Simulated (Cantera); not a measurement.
What does this Cantera script print?

```python
import numpy as np
import cantera as ct

gas_names = """
    N NO NO2 NO3 N2 N2O O O2 O3 Si SiN SiO SiO2 Si2 Si2N Si3
""".split()
cond_names = """
    Si(cr) Si(L) SiO2(Lqz) SiO2(hqz) SiO2(L) Si2N2O(s) Si3N4(a)
""".split()


# ... load() reads the species with a 1 bar reference pressure and builds the phases ...
atoms = {
    'Si3N4': {'Si': 3, 'N': 4},
    'N2O': {'N': 2, 'O': 1},
    'N2': {'N': 2},
}
top_T = {'Si2N2O(s)': 2100, 'Si3N4(a)': 2400}  # K; cautious upper limits of use, not melting points


# ... equilibrate(T, P, feed) seeds the gas with the atoms and calls Mixture.equilibrate('TP', solver="vcs", rtol=1e-11, max_steps=5000) ...
results = []
T = 1498.15  # K
P = 34  # Pa
for m in [0.34, 0.43, 0.54, 0.69, 0.88, 1.1, 1.4, 1.8, 2.3]:
    feed = {'Si3N4': 1, 'N2O': m, 'N2': 1}  # mol
    mix = equilibrate(T, P, feed)
    results.append((T, P, feed, dict(zip(mix.species_names, mix.species_moles))))
    x = sorted(zip(gas.X, gas.species_names), reverse=True)
    print(f"T = {T:g} K  P = {P:g} Pa  n(N2O) = {m:g} mol  gas = {mix.phase_moles(0):.4g} mol")
    print("   x: " + "  ".join(f"{s} {v:.3e}" for v, s in x if v > 1e-05))
    print("   condensed (mol): " + ("  ".join(f"{mix.phase(i).name} {mix.phase_moles(i):.4g}"
          for i in range(1, mix.n_phases) if mix.phase_moles(i) > 1e-12) or "none"))
```

It prints:

```
T = 1498.15 K  P = 34 Pa  n(N2O) = 0.34 mol  gas = 1.456 mol
   x: N2 9.987e-01  SiO 1.247e-03
   condensed (mol): Si2N2O(s) 0.3382  Si3N4(a) 0.7739
T = 1498.15 K  P = 34 Pa  n(N2O) = 0.43 mol  gas = 1.576 mol
   x: N2 9.987e-01  SiO 1.247e-03
   condensed (mol): Si2N2O(s) 0.428  Si3N4(a) 0.714
T = 1498.15 K  P = 34 Pa  n(N2O) = 0.54 mol  gas = 1.723 mol
   x: N2 9.987e-01  SiO 1.247e-03
   condensed (mol): Si2N2O(s) 0.5379  Si3N4(a) 0.6407
T = 1498.15 K  P = 34 Pa  n(N2O) = 0.69 mol  gas = 1.923 mol
   x: N2 9.987e-01  SiO 1.247e-03
   condensed (mol): Si2N2O(s) 0.6876  Si3N4(a) 0.5408
T = 1498.15 K  P = 34 Pa  n(N2O) = 0.88 mol  gas = 2.177 mol
   x: N2 9.987e-01  SiO 1.247e-03
   condensed (mol): Si2N2O(s) 0.8773  Si3N4(a) 0.4142
T = 1498.15 K  P = 34 Pa  n(N2O) = 1.1 mol  gas = 2.471 mol
   x: N2 9.987e-01  SiO 1.247e-03
   condensed (mol): Si2N2O(s) 1.097  Si3N4(a) 0.2677
T = 1498.15 K  P = 34 Pa  n(N2O) = 1.4 mol  gas = 2.871 mol
   x: N2 9.987e-01  SiO 1.247e-03
   condensed (mol): Si2N2O(s) 1.396  Si3N4(a) 0.06785
T = 1498.15 K  P = 34 Pa  n(N2O) = 1.8 mol  gas = 3.876 mol
   x: N2 9.079e-01  SiO 9.214e-02
   condensed (mol): SiO2(hqz) 0.08095  Si2N2O(s) 1.281
T = 1498.15 K  P = 34 Pa  n(N2O) = 2.3 mol  gas = 4.636 mol
   x: N2 9.079e-01  SiO 9.214e-02
   condensed (mol): SiO2(hqz) 0.3909  Si2N2O(s) 1.091
```

Cantera equilibrium calculation (NASA polynomials, part measured and part estimated; ideal gas, pure solids and liquids). Mutual solubility and eutectic melting of coexisting phases are not modelled. The tables hold silica as quartz up to 1696 K and as liquid above; real silica turns to tridymite and cristobalite and melts near 1996 K.
